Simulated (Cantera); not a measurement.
# Adiabatic ignition

An adiabatic, constant-pressure homogeneous reactor starts with 9.92 % CO, 10.9 % H2, 13.5 % O2, 52.8 % N2, 12.9 % H2O, at 1425 K and 19.0 bar.

Model: GRI-Mech 3.0 (53 species, 325 reactions), integrated in Cantera. The hydrogen kinetics of GRI-Mech 3.0 are dated; newer H2 mechanisms differ, most at raised pressure. The pressure lies above the range GRI-Mech 3.0 was tuned for (to about 10 atm).

```csv
t (s),T (K),x CO,x H2,x O2,x N2O,x HO2,x H2O,x NO2
9.00e-6,2553,0.0270,0.00730,0.0461,1.80e-6,3.39e-5,0.244,6.66e-8
3.03e-5,2695,0.0112,0.00427,0.0377,2.10e-6,2.09e-5,0.252,5.01e-7
0.000102,2693,0.0112,0.00427,0.0372,2.09e-6,2.06e-5,0.252,1.98e-6
0.000343,2689,0.0112,0.00428,0.0357,2.09e-6,1.98e-5,0.252,6.02e-6
0.00116,2681,0.0111,0.00428,0.0335,2.15e-6,1.86e-5,0.252,1.19e-5
0.00389,2679,0.0111,0.00429,0.0329,2.18e-6,1.82e-5,0.252,1.35e-5
0.0131,2679,0.0111,0.00429,0.0329,2.18e-6,1.82e-5,0.252,1.35e-5
0.0441,2679,0.0111,0.00429,0.0329,2.18e-6,1.82e-5,0.252,1.35e-5
0.149,2679,0.0111,0.00429,0.0329,2.18e-6,1.82e-5,0.252,1.35e-5
0.500,2679,0.0111,0.00429,0.0329,2.18e-6,1.82e-5,0.252,1.35e-5
```
x: mole fraction; the columns are a selection and need not sum to one.

| Quantity | Result |
|---|---|
| time of steepest temperature rise | 6.95 µs |
| temperature at 0.500 s | 2679 K |
| equilibrium temperature | 2679 K |
| x(CO) at 0.500 s | 0.0111 (gas-phase equilibrium 0.0111) |
| x(H2) at 0.500 s | 0.00429 (gas-phase equilibrium 0.00429) |
| x(O2) at 0.500 s | 0.0329 (gas-phase equilibrium 0.0329) |
